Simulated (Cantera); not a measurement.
A closed system holds: 1 mol Si, 20 mol HBr, 0.95 mol H₂, at 25.0 Pa.

Cantera equilibrium calculation (NASA polynomials, part measured and part estimated; ideal gas, pure solids and liquids). Candidate condensed phases: Br₂, Si; 19 gas species. The tables' values for SiBr₃ are old estimates; treat these amounts as uncertain. Kinetics and transport are ignored.

At 1323 K, list the 5 most abundant gas species with their mole fractions, and the condensed phases.

HBr 0.783, H₂ 0.122, Br 0.0483, SiBr₂ 0.0394, SiBr₄ 0.00511. Condensed: gas only.
